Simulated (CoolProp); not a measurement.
Properties of fluorine along the isobar 1.01 bar (Tc = 144.4 K, pc = 52.40 bar, ω = 0.045).

The numbers come from the reference Helmholtz-energy equation of state, de Reuck 1990 in CoolProp.

```csv
T (K),phase,cp (kJ/(kg K)),speed of sound (m/s)
116.3,gas,0.7860,187.4
131.7,gas,0.7801,199.9
147,gas,0.7777,211.4
162.3,gas,0.7776,222.2
177.6,gas,0.7793,232.4
192.9,gas,0.7825,242.0
208.2,gas,0.7868,251.2
223.5,gas,0.7921,260.0
238.8,gas,0.7981,268.3
254.1,gas,0.8046,276.4
269.4,gas,0.8115,284.2
284.7,gas,0.8185,291.7
300,gas,0.8256,299.0
```
